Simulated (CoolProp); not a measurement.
Saturation properties of CH2F2 (R32) (Tc = 78.1 °C, pc = 5783 kPa, ω = 0.277).

Model: reference Helmholtz-energy equation of state, Tillner-Roth 1997, in CoolProp.

```
T (°C)   p (kPa)  vapour density (kg/m³)  vapour viscosity (µPa s)  liquid conductivity (mW/(m K))
-------  -------  ----------------------  ------------------------  ------------------------------
-100.15      [?]                  0.1367                      7.65                             225
-80.05     18.59                  0.6109                      8.56                             212
-59.95       [?]                   1.974                      9.48                             199
-39.85     178.6                   5.098                      10.4                             185
-19.75     409.6                     [?]                      11.4                             170
0.35       822.3                     [?]                      12.4                             [?]
20.45        [?]                   41.40                       [?]                             138
40.55       2512                   74.45                      14.9                             [?]
```

Question: Some entries are withheld; supply them.

Answer: 
- -100.15, p (kPa): 3.762
- -59.95, p (kPa): 65.14
- -19.75, vapour density (kg/m³): 11.26
- 0.35, vapour density (kg/m³): 22.34
- 0.35, liquid conductivity (mW/(m K)): 154
- 20.45, p (kPa): 1493
- 20.45, vapour viscosity (µPa s): 13.5
- 40.55, liquid conductivity (mW/(m K)): 121

It boils at -51.7 °C under 1 atm.

Viscosity comes from a separate model (Bell 2016), an estimate that may be off by 10 % or more. Thermal conductivity comes from a separate model (Huber 2003), an estimate that may be off by 10 % or more.
